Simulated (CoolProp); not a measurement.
A Linde-Hampson liquefier for ethylene: isothermal reversible compression at 290 K from 1 atm to 15 MPa, throttling to 1 atm, return gas leaving the recuperator 2 K below the feed. Each further row changes one setting.

The numbers come from the reference Helmholtz-energy equation of state, Smukala 2000 in CoolProp.

```
case                        liquid yield per pass  compression work (kJ/kg of gas)
--------------------------  ---------------------  -------------------------------
as stated                                       ?                              338
high pressure 30 MPa                        0.506                                ?
warm-end temperature 320 K                      ?                              404
warm-end gap 7 K                                ?                              338
```

Task: Some entries are withheld; supply them.

Result: 
- as stated, liquid yield per pass: 0.499
- high pressure 30 MPa, compression work (kJ/kg of gas): 373
- warm-end temperature 320 K, liquid yield per pass: 0.392
- warm-end gap 7 K, liquid yield per pass: 0.493
